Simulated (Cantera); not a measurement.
An isothermal, constant-pressure homogeneous reactor starts with H2 : O2 : N2 = 0.64 : 1 : 1.5 (molar parts), equivalence ratio 0.32, at 1150 K and 278 Torr.

Detailed kinetics in Cantera: GRI-Mech 3.0 (53 species, 325 reactions). The temperature is held fixed by assumption; the heat of reaction is taken as removed at once.

x: mole fraction; the columns are a selection and need not sum to one.

```tsv
t (s)	x H2	x O2	x NO2	x H2O	x O	x OH
0.000400	0.00124	0.241	2.27e-8	0.225	[?]	0.000652
0.00149	0.000129	0.241	8.55e-8	0.227	[?]	0.000176
0.00552	8.58e-6	0.241	9.87e-8	0.227	[?]	6.52e-5
0.0205	3.87e-7	0.241	6.01e-8	0.227	[?]	2.67e-5
0.0761	4.91e-8	0.241	2.80e-8	0.227	[?]	1.24e-5
0.283	1.16e-8	0.241	1.71e-8	0.227	[?]	6.24e-6
1.05	4.16e-9	0.241	2.44e-8	0.227	[?]	3.56e-6
3.90	3.30e-9	0.241	3.27e-8	0.227	6.80e-9	2.97e-6
14.5	3.29e-9	0.241	3.29e-8	0.227	6.76e-9	2.96e-6
53.8	3.29e-9	0.241	3.29e-8	0.227	6.75e-9	2.96e-6
200	3.29e-9	0.241	3.29e-8	0.227	6.75e-9	2.96e-6
```

What belongs in the gaps?


- 0.000400, x O: 0.000389
- 0.00149, x O: 2.92e-5
- 0.00552, x O: 3.31e-6
- 0.0205, x O: 5.36e-7
- 0.0761, x O: 1.17e-7
- 0.283, x O: 2.99e-8
- 1.05, x O: 9.78e-9
